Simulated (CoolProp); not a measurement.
Properties of CH3F (R41) along the isobar 1900 kPa (Tc = 317.3 K, pc = 5906 kPa, ω = 0.200).

The numbers come from the reference Helmholtz-energy equation of state, Lemmon 2006 in CoolProp. It is a short technical equation, of lower accuracy than the large ones.

```
T (K)  phase  cp (kJ/(kg K))  speed of sound (m/s)  expansivity (1/kK)
-----  -----  --------------  --------------------  ------------------
291      gas           1.677                     ?               6.893
299.4    gas           1.582                 274.8               6.124
307.9    gas           1.515                 281.8               5.539
316.3    gas           1.470                     ?                   ?
324.7    gas           1.438                 294.0               4.721
333.1    gas           1.416                 299.5               4.417
341.6    gas           1.402                 304.7                   ?
350      gas           1.393                     ?               3.937
358.4    gas           1.389                 314.4               3.745
366.9    gas           1.388                 318.9               3.573
```

Q: Complete the blanks.

A: 
- 291, speed of sound (m/s): 267.1
- 316.3, speed of sound (m/s): 288.1
- 316.3, expansivity (1/kK): 5.087
- 341.6, expansivity (1/kK): 4.157
- 350, speed of sound (m/s): 309.7
